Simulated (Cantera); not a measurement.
Feed: 1 mol Si₃N₄, 0.015 mol H₂O, 200 mol N₂, equilibrated at 1748.15 K and 18.0 Pa.

Method: chemical equilibrium by Gibbs-energy minimisation in Cantera with the NASA 1993 tables (ideal gas, pure condensed phases). Candidate condensed phases: H₂O, Si, SiO₂, Si₂N₂O, Si₃N₄; 35 gas species. The tables' values for SiN are old estimates; treat these amounts as uncertain. Kinetics and transport are ignored.

Base state: N₂ 0.991, Si 0.00810, Si₂N 9.57e-5, H 9.04e-5, SiO 7.36e-5, SiN 5.61e-5, Si₂ 4.17e-5, H₂ 2.81e-5 (mole fractions); condensed: Si(l).

Problem. What changes in the equilibrium state with this change: temperature from 1748.15 K to 1100 K?

Solution. 
| species | before | after |
|---|---|---|
| N₂ | 0.991 | 1.000 |
| H₂ | 2.81e-5 | 7.50e-5 |
| H | 9.04e-5 | 1.67e-8 |
| Si | 0.00810 | <1e-9 |
| Si₂N | 9.57e-5 | <1e-9 |
| SiO | 7.36e-5 | <1e-9 |
| SiN | 5.61e-5 | <1e-9 |
| Si₂ | 4.17e-5 | <1e-9 |
| Si₃ | 1.02e-5 | <1e-9 |
| Si(l), mol | 1.26 | 0 |
| Si₂N₂O(s), mol | 0 | 0.0150 |
| Si₃N₄(s), mol | 0 | 0.990 |
Mutual solubility and eutectic melting of coexisting phases are not modelled.

Problem. What changes in the equilibrium state with this change: pressure from 18.0 Pa to 0.790 bar?

Solution. 
| species | before | after |
|---|---|---|
| N₂ | 0.991 | 1.000 |
| H₂ | 2.81e-5 | 7.39e-5 |
| SiO | 7.36e-5 | 2.99e-5 |
| Si | 0.00810 | 5.15e-8 |
| Si₂N | 9.57e-5 | 1.13e-9 |
| Si₂ | 4.17e-5 | <1e-9 |
| Si₃ | 1.02e-5 | <1e-9 |
| Si(l), mol | 1.26 | 0 |
| Si₂N₂O(s), mol | 0 | 0.00903 |
| Si₃N₄(s), mol | 0 | 0.992 |
Mutual solubility and eutectic melting of coexisting phases are not modelled.

Problem. What changes in the equilibrium state with this change: temperature from 1748.15 K to 1575 K?

Solution. 
```
species      before     after
----------  -------  --------
N₂            0.991     1.000
Si          0.00810  0.000319
SiO         7.36e-5   7.42e-5
Si₂N        9.57e-5   6.63e-6
Si₃         1.02e-5   1.42e-7
Si₂         4.17e-5   6.78e-7
Si(l), mol     1.26         0
Si(s), mol        0      2.92
```
